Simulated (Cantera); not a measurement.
Input: 1 mol FeS, 17 mol H2, 9 mol N2, at 2100 Pa.

Equilibrium computed with Cantera from the NASA thermochemical tables; the gas is ideal and each condensed phase is pure. Candidate condensed phases: Fe, FeS, FeS2, S; 16 gas species. Metal and sulfide melt together well below either melting point, which pure phases cannot show. Mutual solubility and eutectic melting of coexisting phases are not modelled. FeS: taken at fixed stoichiometry. Gases not in the tables: S3 to S7. Equilibrium is a limit: real reactors are often held back by kinetics, nucleation or transport.

x: gas mole fraction; n: condensed amount in mol.

```json
[
 {"T (K)": "1250", "x H2": "0.650", "x N2": "0.346", "x H2S": "0.00360", "x S2": "6.07e-6", "x SH": "9.78e-6", "x H": "2.69e-6", "n Fe(γ)": "___", "n FeS(s)": "0.906", "n FeS(l)": "0", "n Fe(δ)": "0"},
 {"T (K)": "1325", "x H2": "0.649", "x N2": "0.346", "x H2S": "0.00517", "x S2": "3.37e-5", "x SH": "3.45e-5", "x H": "9.09e-6", "n Fe(γ)": "___", "n FeS(s)": "0.863", "n FeS(l)": "0", "n Fe(δ)": "0"},
 {"T (K)": "1400", "x H2": "0.647", "x N2": "0.346", "x H2S": "0.00710", "x S2": "0.000154", "x SH": "0.000106", "x H": "2.70e-5", "n Fe(γ)": "___", "n FeS(s)": "0.805", "n FeS(l)": "0", "n Fe(δ)": "0"},
 {"T (K)": "1475", "x H2": "0.644", "x N2": "0.346", "x H2S": "0.00917", "x S2": "0.000571", "x SH": "0.000281", "x H": "7.18e-5", "n Fe(γ)": "___", "n FeS(s)": "0", "n FeS(l)": "0.724", "n Fe(δ)": "0"},
 {"T (K)": "1550", "x H2": "0.642", "x N2": "0.345", "x H2S": "0.0104", "x S2": "0.00150", "x SH": "0.000610", "x H": "0.000174", "n Fe(γ)": "___", "n FeS(s)": "0", "n FeS(l)": "0.635", "n Fe(δ)": "0"},
 {"T (K)": "1625", "x H2": "0.639", "x N2": "0.345", "x H2S": "0.0115", "x S2": "0.00361", "x SH": "0.00123", "x H": "0.000389", "n Fe(γ)": "___", "n FeS(s)": "0", "n FeS(l)": "0.476", "n Fe(δ)": "0"},
 {"T (K)": "1700", "x H2": "0.633", "x N2": "0.343", "x H2S": "0.0127", "x S2": "0.00802", "x SH": "0.00232", "x H": "0.000809", "n Fe(γ)": "0", "n FeS(s)": "0", "n FeS(l)": "0.179", "n Fe(δ)": "0.813"},
 {"T (K)": "1775", "x H2": "0.630", "x N2": "0.341", "x H2S": "0.0114", "x S2": "0.0113", "x SH": "0.00343", "x H": "0.00159", "n Fe(γ)": "0", "n FeS(s)": "0", "n FeS(l)": "0", "n Fe(δ)": "0.974"}
]
```

Question: Fill in the missing entries.

Answer: 
- 1250, n Fe(γ): 0.0943
- 1325, n Fe(γ): 0.137
- 1400, n Fe(γ): 0.195
- 1475, n Fe(γ): 0.276
- 1550, n Fe(γ): 0.364
- 1625, n Fe(γ): 0.522
